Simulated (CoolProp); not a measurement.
Properties of toluene along the isotherm 620 K (Tc = 591.7 K, pc = 4126 kPa, ω = 0.266).

Model: reference Helmholtz-energy equation of state, Lemmon 2006, in CoolProp. It is a short technical equation, of lower accuracy than the large ones.

| p (kPa) | phase | cv (kJ/(kg K)) | Joule-Thomson coefficient (K/MPa) | viscosity (µPa s) | conductivity (mW/(m K)) | fugacity coefficient |
|---|---|---|---|---|---|---|
| 138 | gas | 2.093 | 6.529 | 14.2 | 43.5 | 0.9895 |
| 275 | gas | 2.095 | 6.626 | 14.2 | 43.5 | 0.9791 |
| 413 | gas | 2.098 | 6.726 | 14.2 | 43.5 | 0.9687 |
| 550 | gas | 2.101 | 6.829 | 14.2 | 43.6 | 0.9584 |
| 688 | gas | 2.104 | 6.937 | 14.2 | 43.6 | 0.9481 |
| 825 | gas | 2.107 | 7.047 | 14.3 | 43.7 | 0.9379 |
| 963 | gas | 2.110 | 7.163 | 14.3 | 43.7 | 0.9277 |
| 1100 | gas | 2.113 | 7.282 | 14.3 | 43.8 | 0.9177 |
| 1240 | gas | 2.116 | 7.409 | 14.4 | 43.9 | 0.9074 |
| 1380 | gas | 2.119 | 7.540 | 14.4 | 44.0 | 0.8972 |
| 1510 | gas | 2.123 | 7.667 | 14.4 | 44.0 | 0.8877 |
| 1650 | gas | 2.126 | 7.809 | 14.5 | 44.2 | 0.8776 |
| 1790 | gas | 2.130 | 7.957 | 14.5 | 44.3 | 0.8675 |
| 1930 | gas | 2.134 | 8.111 | 14.6 | 44.4 | 0.8575 |
| 2060 | gas | 2.137 | 8.261 | 14.7 | 44.6 | 0.8482 |

Viscosity comes from a separate model (Avgeri 2015). Thermal conductivity comes from a separate model (Assael 2012).
